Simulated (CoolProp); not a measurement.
Values from CoolProp's reference Helmholtz-energy equation of state, Lemmon 2006. It is a short technical equation, of lower accuracy than the large ones.

Q: For R142b, give the phase and the density (kg/m³), cp (kJ/(kg K)), cv (kJ/(kg K)), expansivity (1/kK) at 47.75 °C and 3.47 MPa; 72.85 °C and 3.47 MPa; 85.45 °C and 3.47 MPa.

A: 
- 47.75 °C and 3.47 MPa: liquid; density 1060, cp 1.36, cv 0.907, expansivity 2.52
- 72.85 °C and 3.47 MPa: liquid; density 991, cp 1.45, cv 0.943, expansivity 3.19
- 85.45 °C and 3.47 MPa: liquid; density 949, cp 1.52, cv 0.962, expansivity 3.74
